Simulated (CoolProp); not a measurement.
C3F8 (R218) along the isobar 103 bar: Z from the reference equation and from simpler models built on Tc = 71.9 °C, pc = 26.40 bar, ω = 0.317; each cubic takes its own stable root.

The numbers come from the reference Helmholtz-energy equation of state, Lemmon 2006 in CoolProp. It is a short technical equation, of lower accuracy than the large ones.

| T (°C) | phase | reference | van der Waals | Soave-Redlich-Kwong |
|---|---|---|---|---|
| -92.65 | liquid | 0.7022 | 1.100 | 0.7414 |
| -63.75 | liquid | 0.6378 | 0.9806 | 0.6659 |
| -34.95 | liquid | 0.5932 | … | 0.6152 |
| -6.15 | liquid | 0.5634 | 0.8309 | 0.5833 |
| 22.65 | liquid | 0.5466 | 0.7843 | 0.5676 |
| 51.55 | liquid | 0.5428 | 0.7510 | … |
| 80.35 | supercritical | 0.5544 | 0.7292 | 0.5880 |
| 109.15 | supercritical | 0.5856 | 0.7177 | 0.6298 |
| 138.05 | supercritical | 0.6401 | 0.7158 | … |
| 166.85 | supercritical | 0.7107 | 0.7230 | … |

Q: What belongs in the gaps?

A: 
- -34.95, van der Waals: 0.8945
- 51.55, Soave-Redlich-Kwong: 0.5683
- 138.05, Soave-Redlich-Kwong: 0.6931
- 166.85, Soave-Redlich-Kwong: 0.7663
